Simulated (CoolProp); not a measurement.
Properties of 1,2-dichloroethane along the isotherm 500 K (Tc = 561.6 K, pc = 5.226 MPa, ω = 0.269).

Values from CoolProp's reference Helmholtz-energy equation of state, Thol 2015.

| p (MPa) | phase | density (kg/m³) | cp (kJ/(kg K)) | cv (kJ/(kg K)) | speed of sound (m/s) | expansivity (1/kK) | fugacity coefficient |
|---|---|---|---|---|---|---|---|
| 0.0826 | gas | 1.982 | 1.043 | 0.9557 | 212.4 | 2.053 | 0.9920 |
| 0.188 | gas | 4.560 | 1.049 | 0.9578 | (withheld) | 2.124 | 0.9818 |
| 0.428 | gas | 10.65 | 1.065 | 0.9627 | 206.1 | 2.304 | 0.9587 |
| 0.974 | gas | 25.84 | 1.110 | 0.9754 | 195.2 | (withheld) | 0.9063 |
| 5.05 | liquid | 890.0 | 1.650 | 1.052 | 469.8 | 2.915 | (withheld) |
| 11.5 | liquid | 927.2 | 1.557 | (withheld) | 558.1 | 2.225 | 0.1937 |
| 26.1 | liquid | 981.4 | 1.472 | 1.033 | 693.8 | (withheld) | 0.1228 |

Task: What belongs in the gaps?

Result: 
- 0.188, speed of sound (m/s): 210.5
- 0.974, expansivity (1/kK): 2.839
- 5.05, fugacity coefficient: 0.3726
- 11.5, cv (kJ/(kg K)): 1.041
- 26.1, expansivity (1/kK): 1.613
